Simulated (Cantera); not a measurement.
Cantera with NASA thermochemical tables; ideal gases at 1 bar, condensed phases pure. Values are per mole of reaction as written; species without (g) are pure solids or liquids, kept so even where they would boil at 1 bar.

2 Cr + 3 N₂O(g) = 3 N₂(g) + Cr₂O₃

| T (K) | ΔH° (kJ) | ΔS° (J/K) | ΔG° (kJ) | log10 K | condensed phases |
|---|---|---|---|---|---|
| 300 | -1379.8 | -52.3 | -1364.1 | 237.51 | Cr(s), Cr₂O₃(s) |
| 1225 | -1374.4 | -36.6 | -1329.6 | 56.69 | Cr(s), Cr₂O₃(s) |
| 1375 | ? | ? | ? | ? | Cr(s), Cr₂O₃(s) |
| 1525 | -1379.7 | -40.4 | -1318.1 | 45.15 | Cr(s), Cr₂O₃(s) |
| 1675 | -1383.7 | -42.9 | -1311.8 | 40.91 | Cr(s), Cr₂O₃(s) |
| 1825 | -1388.6 | -45.7 | -1305.2 | 37.36 | Cr(s), Cr₂O₃(s) |
| 1975 | -1394.3 | -48.7 | -1298.1 | 34.33 | Cr(s), Cr₂O₃(s) |
| 2125 | -1401.0 | -52.0 | -1290.6 | 31.72 | Cr(s), Cr₂O₃(s) |
| 2275 | -1444.4 | -72.3 | -1279.9 | 29.39 | Cr(l), Cr₂O₃(s) |
| 2425 | -1446.6 | -73.2 | -1269.0 | 27.33 | Cr(l), Cr₂O₃(s) |
| 2575 | ? | ? | ? | ? | Cr(l), Cr₂O₃(s) |
| 2725 | -1319.2 | -24.3 | -1252.9 | 24.02 | Cr(l), Cr₂O₃(l) |

**Question.** Fill in the missing entries.

**Answer.** 
- 1375, ΔH° (kJ): -1376.6
- 1375, ΔS° (J/K): -38.3
- 1375, ΔG° (kJ): -1324.0
- 1375, log10 K: 50.30
- 2575, ΔH° (kJ): -1448.6
- 2575, ΔS° (J/K): -74.0
- 2575, ΔG° (kJ): -1257.9
- 2575, log10 K: 25.52
